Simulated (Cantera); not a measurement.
## CuF2 + H2 + N2 (halide evaporation, hydrolysis and transport)

A closed system holds: 1 mol CuF2, 0.53 mol H2, a varied amount of N2, held at 0.150 Pa.

Equilibrium computed with Cantera from the NASA thermochemical tables; the gas is ideal and each condensed phase is pure. Candidate condensed phases: Cu, CuF2; 25 gas species. Rates play no part.

Stable condensed phases:

```
T in K \ n(N2) in mol
         0.23 0.41 0.74  1.3  2.4  4.4  8.1   15   26   48   87
   1723     A    A    A    A    A    A    A    A    A    A    A
   1673     A    A    A    A    A    A    A    A    A    A    A
   1623     A    A    A    A    A    A    A    A    A    A    A
   1573     A    A    A    A    A    A    A    A    A    A    A
   1523     A    A    A    A    A    A    A    A    A    A    A
   1473     A    A    A    A    A    A    A    A    A    A    A
   1423     A    A    A    A    A    A    A    A    A    A    A
   1373     A    A    A    A    A    A    A    A    A    A    A
   1323     A    A    A    A    A    A    A    A    A    A    A
   1273     A    A    A    A    A    A    A    A    A    A    A
   1223     B    B    B    B    A    A    A    A    A    A    A
   1173     B    B    B    B    B    B    B    A    A    A    A
```

A: gas only; B: Cu.
